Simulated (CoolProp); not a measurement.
p-xylene at several states: fugacity coefficient from the reference equation and from simpler models built on Tc = 616.2 K, pc = 3.532 MPa, ω = 0.324; each cubic takes its own stable root.

The numbers come from the reference Helmholtz-energy equation of state, Zhou 2012 in CoolProp.

```
T (K)  p (MPa)   phase  reference  van der Waals  Soave-Redlich-Kwong  Peng-Robinson
-----  -------  ------  ---------  -------------  -------------------  -------------
494.5     0.56     gas     0.8752         0.9210               0.8903         0.8838
435.5       20  liquid    0.01882         0.1126              0.02123        0.01911
600      0.214     gas     0.9751         0.9808               0.9775         0.9751
485.8     8.42  liquid    0.07387         0.1940              0.08003        0.07553
```
